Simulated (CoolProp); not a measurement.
Vapour-liquid equilibrium of dimethyl ether (1) + 1-butene (2) at 0.00309 MPa; x and y are mole fractions of (1).

Values from CoolProp's multi-fluid Helmholtz-energy mixture model, Wu 2011 and Lemmon 2005; pair parameters Bell 2016.

Question: Give the bubble temperature and the first vapour's composition at x = 0.05, 0.2, 0.65. Is there an azeotrope?

Answer: x = 0.05: 200.3 K, y = 0.168; x = 0.2: 196.6 K, y = 0.468; x = 0.65: 191.6 K, y = 0.810. No azeotrope shows between x = 0.05 and 0.95.

The pair parameters rest on a limited set of measurements; away from them the model extrapolates.
